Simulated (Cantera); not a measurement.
## Thermodynamics of chlorosilane synthesis and conversion, feed Si + HCl + H2

Input: 1 mol Si, 5.3 mol HCl, 0.32 mol H2, at 75.0 Torr.

Equilibrium computed with Cantera from the NASA thermochemical tables; the gas is ideal and each condensed phase is pure. Candidate condensed phases: Si; 19 gas species. The tables' values for SiCl3 are old estimates; treat these amounts as uncertain. The numbers say what is thermodynamically allowed, not how fast it happens.

```
T (°C)   x H2  x HCl  x SiCl4   x SiCl3  x SiHCl3   x SiCl2  x SiH2Cl2
------  -----  -----  -------  --------  --------  --------  ---------
402     0.502  0.281    0.216   7.86e-9   5.06e-5    <1e-12   7.34e-10
452     0.502  0.282    0.216   6.92e-8  0.000119  5.40e-12    4.56e-9
502     0.502  0.282    0.216   4.58e-7  0.000249  1.38e-10    2.22e-8
552     0.502  0.282    0.216   2.40e-6  0.000475   2.35e-9    8.83e-8
602     0.501  0.282    0.216   1.03e-5  0.000838   2.87e-8    2.98e-7
652     0.501  0.283    0.215   3.79e-5   0.00138   2.65e-7    8.74e-7
702     0.500  0.284    0.214  0.000121   0.00216   1.93e-6    2.28e-6
752     0.499  0.285    0.213  0.000341   0.00320   1.14e-5    5.34e-6
802     0.497  0.287    0.211  0.000868   0.00454   5.66e-5    1.14e-5
852     0.494  0.290    0.208   0.00200   0.00615  0.000238    2.24e-5
902     0.490  0.295    0.203   0.00422   0.00795  0.000858    4.00e-5
952     0.482  0.303    0.195   0.00806   0.00967   0.00264    6.42e-5
1002    0.470  0.316    0.182    0.0138    0.0109   0.00686    9.08e-5
```
x: gas mole fraction; nothing condenses.

From 402 °C to 1002 °C nothing is condensed. The main Si-bearing gas is SiCl4 throughout.
